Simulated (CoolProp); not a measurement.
Vapour-liquid equilibrium of R125 (1) + n-butane (2) at 664 kPa; x and y are mole fractions of (1).

Values from CoolProp's multi-fluid Helmholtz-energy mixture model, Lemmon 2005 and Bücker 2006; pair parameters Bell 2016.

```tsv
x	bubble temperature, mixture model (°C)	bubble temperature, Raoult's law (°C)	y, mixture model	y, Raoult's law
0.05	43.6	54.2	0.361	0.210
0.2	16.8	37.7	0.727	0.572
0.35	8.6	26.3	0.808	0.752
0.5	5.4	17.8	0.839	0.854
0.65	3.5	11.1	0.863	0.919
0.8	1.7	5.6	0.896	0.962
0.95	0.0	1.1	0.963	0.992
```

The largest gap from Raoult's law is -20.9 K in bubble temperature, at x = 0.2. No azeotrope shows between x = 0.05 and 0.95.

The pair parameters rest on a limited set of measurements; away from them the model extrapolates. With so large a gap from Raoult's law the liquid may split in two, which this calculation doesn't test in full.
